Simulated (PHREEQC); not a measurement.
**Ultrapure water in contact with air or piping**

A made-up water analysis in mg/L, 70 °C, pH 6.05, pe 9.1:

```csv
constituent,mg/L
Na,0.444
K,0.000194
Ca,0.134
Mg,0.0599
Cl,0.0757
S(6) as SO4,0.179
Alkalinity as HCO3,1.47
Zn,0.000508
Ni,0.000687
```

Cl is adjusted to close the charge balance.
Valence states are taken as typed.

Model: ion-association model, wateq4f.dat, run in PHREEQC.

The ionic strength comes out as 3.95e-5 mol/kgw.

```json
[
 {"species": "CO2", "molality": "4.46e-5", "activity": "4.46e-5", "log γ": "0.000"},
 {"species": "HCO3-", "molality": "2.48e-5", "activity": "2.46e-5", "log γ": "-0.003"},
 {"species": "Na+", "molality": "1.93e-5", "activity": "1.92e-5", "log γ": "-0.003"},
 {"species": "Ca+2", "molality": "3.34e-6", "activity": "3.23e-6", "log γ": "-0.014"},
 {"species": "Cl-", "molality": "3.15e-6", "activity": "3.13e-6", "log γ": "-0.003"},
 {"species": "Mg+2", "molality": "2.46e-6", "activity": "2.38e-6", "log γ": "-0.014"},
 {"species": "SO4-2", "molality": "1.86e-6", "activity": "1.80e-6", "log γ": "-0.014"},
 {"species": "H+", "molality": "8.98e-7", "activity": "8.91e-7", "log γ": "-0.003"},
 {"species": "OH-", "molality": "1.74e-7", "activity": "1.73e-7", "log γ": "-0.003"},
 {"species": "Ni+2", "molality": "1.15e-8", "activity": "1.11e-8", "log γ": "-0.014"},
 {"species": "Zn+2", "molality": "7.56e-9", "activity": "7.33e-9", "log γ": "-0.014"},
 {"species": "K+", "molality": "4.96e-9", "activity": "4.92e-9", "log γ": "-0.003"},
 {"species": "MgSO4", "molality": "2.75e-9", "activity": "2.75e-9", "log γ": "0.000"},
 {"species": "CO3-2", "molality": "2.12e-9", "activity": "2.06e-9", "log γ": "-0.014"}
]
```

No solid was allowed to form. Complexes and solids missing from the database can't appear. Away from 25 °C the constants follow the database's enthalpies or fits; those with neither stay at their 25 °C values.
